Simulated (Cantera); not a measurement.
Feed: 1 mol Si₃N₄, 0.22 mol O₂, 5 mol N₂, equilibrated at 0.100 bar.

Equilibrium computed with Cantera from the NASA thermochemical tables; the gas is ideal and each condensed phase is pure. Candidate condensed phases: Si, SiO₂, Si₂N₂O, Si₃N₄; 16 gas species. Mutual solubility and eutectic melting of coexisting phases are not modelled. The numbers say what is thermodynamically allowed, not how fast it happens. All values below are at 1350 °C.

Base state: N₂ 1.000, SiO 2.24e-5 (mole fractions); condensed: Si₂N₂O(s) + Si₃N₄(s).

### Question
What changes in the equilibrium state with this change: Si₃N₄ replaced by Si?

### Answer
```
species          before    after
--------------  -------  -------
N₂                1.000    1.000
SiO             2.24e-5  2.24e-5
Si₂N₂O(s), mol    0.440    0.440
Si₃N₄(s), mol     0.707   0.0400
```
